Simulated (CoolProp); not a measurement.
Computed with CoolProp (reference Helmholtz-energy equation of state, Akasaka 2023).

Problem. For R1336mzz(E), give the phase and the density (kg/m³), isothermal compressibility (1/MPa) at 338.6 K and 171 kPa.

Solution. 
- 338.6 K and 171 kPa: gas; density 10.4, isothermal compressibility 6.12
